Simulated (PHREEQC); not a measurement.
Leach liquor

A solution holds 0.0019 mol/kgw H2SO4, 0.001 mol/kgw FeSO4 and 0.038 mol/kgw Na2SO4, at 20 °C. Closed to the air; pH follows from the charge balance.

Model: ion-association model, phreeqc.dat, run in PHREEQC.

The pH is 2.84 and the ionic strength is 0.109 mol/kgw. The specific conductance is 6630 µS/cm. The density is 1.003 g/cm³ and the total alkalinity is -3.80 meq/kg.

| species | molality | activity | log γ |
|---|---|---|---|
| Na+ | 0.0717 | 0.0560 | -0.107 |
| SO4-2 | 0.0341 | 0.0124 | -0.438 |
| NaSO4- | 0.00431 | 0.00338 | -0.105 |
| HSO4- | 0.00203 | 0.00158 | -0.109 |
| H+ | 0.00177 | 0.00145 | -0.085 |
| Fe+2 | 0.000561 | 0.000221 | -0.405 |
| FeSO4 | 0.000434 | 0.000445 | 0.011 |
| FeHSO4+ | 5.38e-6 | 4.19e-6 | -0.109 |

This is a speciation only: nothing precipitates in the calculation. Species that the database lacks are ignored.
